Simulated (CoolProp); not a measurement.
Computed with CoolProp (reference Helmholtz-energy equation of state, McLinden 2015).

Problem. For the fluoroketone C6F12O (FK-5-1-12), give the phase and the cv (kJ/(kg K)), speed of sound (m/s), Joule-Thomson coefficient (K/MPa) at 496.9 K and 15200 kPa.

Solution. 
- 496.9 K and 15200 kPa: supercritical; cv 1.06, speed of sound 273, Joule-Thomson coefficient 0.114
